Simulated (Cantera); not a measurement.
## Low-pressure radical oxidation in H2/O2

An isothermal, constant-pressure homogeneous reactor starts with H2 : O2 : N2 : H2O = 0.34 : 1 : 3.1 : 0.14 (molar parts), equivalence ratio 0.17, at 1048 K and 20.0 Torr.

Cantera simulation using the H2/O2 subset of GRI-Mech 3.0, which has no nitrogen chemistry; the numbers are that mechanism's predictions, not measurements. Radical loss at walls, strong at low pressure, is not modelled. The temperature is held fixed by assumption; the heat of reaction is taken as removed at once.

```json
[
 {"t (s)": "2.00e-6", "x H2": "0.0742", "x O2": "0.218", "x H2O": "0.0306", "x OH": "<1e-12", "x H": "2.19e-12", "x H2O2": "<1e-12"},
 {"t (s)": "5.37e-6", "x H2": "0.0742", "x O2": "0.218", "x H2O": "0.0306", "x OH": "<1e-12", "x H": "5.83e-12", "x H2O2": "<1e-12"},
 {"t (s)": "1.44e-5", "x H2": "0.0742", "x O2": "0.218", "x H2O": "0.0306", "x OH": "<1e-12", "x H": "1.54e-11", "x H2O2": "<1e-12"},
 {"t (s)": "3.86e-5", "x H2": "0.0742", "x O2": "0.218", "x H2O": "0.0306", "x OH": "2.72e-12", "x H": "4.03e-11", "x H2O2": "<1e-12"},
 {"t (s)": "0.000104", "x H2": "0.0742", "x O2": "0.218", "x H2O": "0.0306", "x OH": "1.32e-11", "x H": "1.10e-10", "x H2O2": "<1e-12"},
 {"t (s)": "0.000278", "x H2": "0.0742", "x O2": "0.218", "x H2O": "0.0306", "x OH": "6.66e-11", "x H": "3.97e-10", "x H2O2": "<1e-12"},
 {"t (s)": "0.000746", "x H2": "0.0742", "x O2": "0.218", "x H2O": "0.0306", "x OH": "7.67e-10", "x H": "4.05e-9", "x H2O2": "<1e-12"},
 {"t (s)": "0.00200", "x H2": "0.0742", "x O2": "0.218", "x H2O": "0.0306", "x OH": "2.16e-7", "x H": "1.12e-6", "x H2O2": "2.50e-11"},
 {"t (s)": "0.00537", "x H2": "0.0107", "x O2": "0.188", "x H2O": "0.0794", "x OH": "0.00254", "x H": "0.0279", "x H2O2": "2.19e-7"},
 {"t (s)": "0.0144", "x H2": "0.00222", "x O2": "0.186", "x H2O": "0.101", "x OH": "0.00141", "x H": "0.00683", "x H2O2": "2.35e-7"},
 {"t (s)": "0.0386", "x H2": "0.000341", "x O2": "0.188", "x H2O": "0.108", "x OH": "0.000493", "x H": "0.000341", "x H2O2": "2.65e-7"},
 {"t (s)": "0.104", "x H2": "3.42e-5", "x O2": "0.188", "x H2O": "0.109", "x OH": "0.000149", "x H": "1.00e-5", "x H2O2": "1.48e-7"},
 {"t (s)": "0.278", "x H2": "4.32e-6", "x O2": "0.188", "x H2O": "0.109", "x OH": "5.59e-5", "x H": "5.18e-7", "x H2O2": "5.64e-8"},
 {"t (s)": "0.746", "x H2": "7.92e-7", "x O2": "0.188", "x H2O": "0.109", "x OH": "2.55e-5", "x H": "4.85e-8", "x H2O2": "2.06e-8"},
 {"t (s)": "2.00", "x H2": "1.94e-7", "x O2": "0.188", "x H2O": "0.109", "x OH": "1.31e-5", "x H": "6.64e-9", "x H2O2": "7.70e-9"}
]
```
x: mole fraction; the columns are a selection and need not sum to one.

Equilibrium at this temperature and pressure: H2 5.30e-10, O2 0.188, H2O 0.109, OH 7.09e-7, H 1.10e-12, H2O2 3.90e-11 (gas phase only).
